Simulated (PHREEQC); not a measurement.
Synthetic water in mg/L, 25 °C, pH 6.62, pe 11.2: Na 0.0588; K 0.00602; Ca 0.0786; Mg 0.0418; Cl 0.106; S(6) as SO4 0.123; Alkalinity as HCO3 0.267; Li 0.00145; N(5) as NO3 0.000891; Cd 0.00208; Cu(2) 0.0168.

Cl is adjusted to close the charge balance.
Valence states are taken as typed.

All values are PHREEQC results (ion-association model, wateq4f.dat), not measurements.

This is a speciation only: nothing precipitates in the calculation.

Order these Cu species by the share of Cu that they hold, largest first: CuHCO3+, Cu+2, Cu(OH)2, CuCO3, CuOH+.

Cu+2 (71 %), Cu(OH)2 (25 %), CuOH+ (2.9 %), CuCO3 (0.32 %), CuHCO3+ (0.16 %)

The pH is 6.62 and the ionic strength 1.61e-5 mol/kgw. The database's constant for dissolved Cu(OH)2 is higher than later reviews accept.
